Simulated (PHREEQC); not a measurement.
# Metal-bearing waste water (model solution)

A solution holds 4.5 mmol/kgw Al2(SO4)3, 2.1 mmol/kgw CuCl2, 2.3 mmol/kgw H2SO4 and 91 mmol/kgw NaCl, at 25 °C. Closed to the air; pH follows from the charge balance.

Model: ion-association model, wateq4f.dat, run in PHREEQC.

Each row changes one thing in this solution. Precipitation was switched off in this run.

```json
[
 {"case": "as made", "pH": "2.53", "ionic strength (mol/kgw)": "0.131", "SO4-2 (mol/kgw)": "0.00729", "Cu+2 (mol/kgw)": "0.00164", "NaSO4- (mol/kgw)": "0.00111", "HSO4- (mol/kgw)": "0.000947", "SI of Chalcanthite (CuSO4:5H2O)": "-3.19", "SI of Mirabilite (Na2SO4:10H2O)": "-3.83"},
 {"case": "Al2(SO4)3 left out", "pH": "2.45", "ionic strength (mol/kgw)": "0.102", "SO4-2 (mol/kgw)": "0.00166", "Cu+2 (mol/kgw)": "0.00182", "NaSO4- (mol/kgw)": "0.000277", "HSO4- (mol/kgw)": "0.000275", "SI of Chalcanthite (CuSO4:5H2O)": "-3.72", "SI of Mirabilite (Na2SO4:10H2O)": "-4.41"},
 {"case": "temperature from 25 to 35 °C", "pH": "2.54", "ionic strength (mol/kgw)": "0.130", "SO4-2 (mol/kgw)": "0.00703", "Cu+2 (mol/kgw)": "0.00157", "NaSO4- (mol/kgw)": "0.00112", "HSO4- (mol/kgw)": "0.00109", "SI of Chalcanthite (CuSO4:5H2O)": "-3.27", "SI of Mirabilite (Na2SO4:10H2O)": "-4.31"},
 {"case": "CuCl2 from 0.0021 to 0.00189 mol/kgw", "pH": "2.53", "ionic strength (mol/kgw)": "0.130", "SO4-2 (mol/kgw)": "0.00730", "Cu+2 (mol/kgw)": "(withheld)", "NaSO4- (mol/kgw)": "0.00111", "HSO4- (mol/kgw)": "0.000949", "SI of Chalcanthite (CuSO4:5H2O)": "-3.23", "SI of Mirabilite (Na2SO4:10H2O)": "-3.83"},
 {"case": "H2SO4 from 0.0023 to 0.023 mol/kgw", "pH": "1.59", "ionic strength (mol/kgw)": "0.159", "SO4-2 (mol/kgw)": "0.0129", "Cu+2 (mol/kgw)": "0.00153", "NaSO4- (mol/kgw)": "0.00183", "HSO4- (mol/kgw)": "0.0139", "SI of Chalcanthite (CuSO4:5H2O)": "-3.03", "SI of Mirabilite (Na2SO4:10H2O)": "-3.63"},
 {"case": "temperature from 25 to 30 °C", "pH": "2.54", "ionic strength (mol/kgw)": "0.130", "SO4-2 (mol/kgw)": "0.00716", "Cu+2 (mol/kgw)": "(withheld)", "NaSO4- (mol/kgw)": "0.00112", "HSO4- (mol/kgw)": "0.00101", "SI of Chalcanthite (CuSO4:5H2O)": "-3.23", "SI of Mirabilite (Na2SO4:10H2O)": "-4.07"}
]
```

Task: What belongs in the gaps?

Result: 
- CuCl2 from 0.0021 to 0.00189 mol/kgw, Cu+2 (mol/kgw): 0.00148
- temperature from 25 to 30 °C, Cu+2 (mol/kgw): 0.00161

Complexes and solids missing from the database can't appear.
